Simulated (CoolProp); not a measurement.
Vapour pressure (kPa) of the fluoroketone C6F12O (FK-5-1-12): the reference equation beside estimates from Tc = 168.7 °C, pc = 1869 kPa, ω = 0.471.

The numbers come from the reference Helmholtz-energy equation of state, McLinden 2015 in CoolProp.

```csv
T (°C),reference,Lee-Kesler,van der Waals,Peng-Robinson
-31.05,1.856,1.890,94.21,2.072
-24.05,3.006,3.042,112.3,3.289
-17.05,4.711,4.744,132.7,5.065
-10.05,7.162,7.188,155.4,7.587
-2.95,10.65,10.67,181.1,11.14
4.05,15.36,15.36,209.1,15.90
11.05,21.65,21.64,239.9,22.22
18.05,29.89,29.87,273.6,30.46
25.05,40.49,40.47,310.3,41.02
32.15,54.12,54.11,350.7,54.56
39.15,70.89,70.90,393.7,71.20
46.15,91.51,91.56,440.1,91.66
53.15,116.6,116.6,489.8,116.5
60.15,146.6,146.8,543.1,146.4
67.25,183.0,183.1,600.7,182.5
```

Absolute difference from the reference over all 15 rows, mean and median: Lee-Kesler 0.3 and 0.1 %, van der Waals 1396.9 and 815.4 %, Peng-Robinson 3.4 and 1.9 %.
